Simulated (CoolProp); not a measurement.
Saturation properties of cis-2-butene (Tc = 435.8 K, pc = 4.236 MPa, ω = 0.202).

Model: reference Helmholtz-energy equation of state, Lemmon 2005, in CoolProp. It is a short technical equation, of lower accuracy than the large ones.

| T (K) | p (MPa) | liquid density (kg/m³) | liquid cp (kJ/(kg K)) | vapour Z | surface tension (mN/m) |
|---|---|---|---|---|---|
| 255.8 | 0.04196 | 663.3 | 2.090 | 0.9776 | 19.6 |
| 265.4 | 0.06397 | 652.9 | 2.119 | 0.9701 | 18.3 |
| 275.1 | 0.09465 | 642.1 | 2.152 | 0.9610 | 17.0 |
| 284.7 | 0.1353 | 631.2 | 2.189 | 0.9504 | 15.8 |
| 294.4 | 0.1890 | 619.9 | 2.229 | 0.9379 | 14.5 |
| 304 | 0.2569 | 608.4 | 2.272 | 0.9237 | 13.3 |
| 313.6 | 0.3420 | 596.6 | 2.320 | 0.9076 | 12.1 |
| 323.3 | 0.4480 | 584.2 | 2.373 | 0.8892 | 10.9 |
| 332.9 | 0.5754 | 571.5 | 2.432 | 0.8689 | 9.77 |

It boils at 276.9 K under 1 atm.

Surface tension comes from a separate correlation (Mulero 2014).
